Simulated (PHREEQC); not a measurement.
A PHREEQC input (ion-association model, wateq4f.dat):

```
SOLUTION 1
  temp 25
  units mg/dL
  pH 6.77
  pe 9.4
  Na 14
  K 4.53
  Ca 13.2
  Mg 2.08
  Cl 33.6
  S(6) 15 as SO4
  Alkalinity 17 as HCO3
  Si 0.0475 as SiO2
  Cd 2.48
END
USE solution 1
EQUILIBRIUM_PHASES 1
  Quartz 0 0.5
  CO2(g) -2.5 10
END
```

It stops with these messages:

```
ERROR: Calculations terminating due to input errors.
```

The fault: a unit that the program doesn't know. The line should read `units mg/kgw` where the input has `units mg/dL`. With the mend the run ends at pH 6.74 and ionic strength 0.00212 mol/kgw.
